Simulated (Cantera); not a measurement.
A closed system holds: 1 mol CCl₄, 0.5 mol Si, a varied amount of H₂, 0.63 mol HCl, at 948 K and 1.40 Pa.

Cantera equilibrium calculation (NASA polynomials, part measured and part estimated; ideal gas, pure solids and liquids). Candidate condensed phases: C, C₆H₆, C₇H₈, C₈H₁₈, Si, SiC; 109 gas species. The numbers say what is thermodynamically allowed, not how fast it happens.

Q: What share of the Si ends up in condensed phases as a function of n(H₂) (mol), at 1.5, 1.9, 2.6, 3.4, 4.5, 5.9, 7.8?

A: 
```tsv
n(H₂) (mol)	Si condensed (%)	as
1.5	0.0	-
1.9	0.0	-
2.6	3.6	SiC(s)
3.4	24.4	SiC(s)
4.5	46.6	SiC(s)
5.9	66.0	SiC(s)
7.8	81.3	SiC(s)
```
